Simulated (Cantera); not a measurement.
**Premixed flame**

A freely propagating, adiabatic, planar premixed flame of 7.50 % C2H6, 18.7 % O2, 70.5 % N2, 3.15 % H2O, 0.150 % CO2, unburnt at 475 K and 10.0 bar; mixture-averaged transport, grid criteria slope 0.08 and curve 0.16, no radiation.

Cantera simulation using GRI-Mech 3.0 (53 species, 325 reactions); the numbers are that mechanism's predictions, not measurements. Burning velocities carry a grid error of a few per cent, more on coarse grids.

```tsv
z (mm)	T (K)	u (m/s)	x C2H6	x O2	x H2O	x NO	x HCN	x CH2O
-0.261	476	0.264	0.0748	0.187	0.0315	<1e-8	<1e-8	1.98e-7
-0.174	481	0.268	0.0743	0.185	0.0323	<1e-8	<1e-8	3.34e-6
-0.131	501	0.281	0.0736	0.183	0.0351	<1e-8	4.05e-8	1.90e-5
-0.0871	611	0.348	0.0697	0.171	0.0489	2.10e-8	3.40e-7	0.000158
-0.0435	1037	0.610	0.0473	0.124	0.0949	4.48e-7	2.24e-6	0.00103
-0.0218	1415	0.853	0.0197	0.0781	0.133	1.93e-6	4.63e-6	0.00175
0	1774	1.09	0.00152	0.0343	0.166	4.06e-6	8.65e-6	0.000613
0.0218	1964	1.21	4.30e-5	0.0128	0.181	6.96e-6	1.41e-5	0.000139
0.0435	2042	1.26	8.68e-6	0.00513	0.185	9.60e-6	1.78e-5	6.00e-5
0.0871	2090	1.29	1.79e-6	0.00119	0.185	1.23e-5	2.00e-5	2.04e-5
0.174	2107	1.30	3.95e-7	0.000168	0.183	1.39e-5	1.98e-5	7.20e-6
0.348	2109	1.30	1.39e-7	1.03e-5	0.180	1.54e-5	1.85e-5	3.73e-6
0.696	2108	1.30	5.16e-8	5.55e-7	0.179	1.82e-5	1.59e-5	2.15e-6
```
x: mole fraction of selected species; z is measured from the peak of heat release.

| Property | Value |
|---|---|
| laminar burning velocity | 26.3 cm/s |
| thermal thickness | 0.0871 mm |
| peak x(HCN) | 2.01e-5 |
| peak x(CH2O) | 0.00175 |
| grid points | 151 |
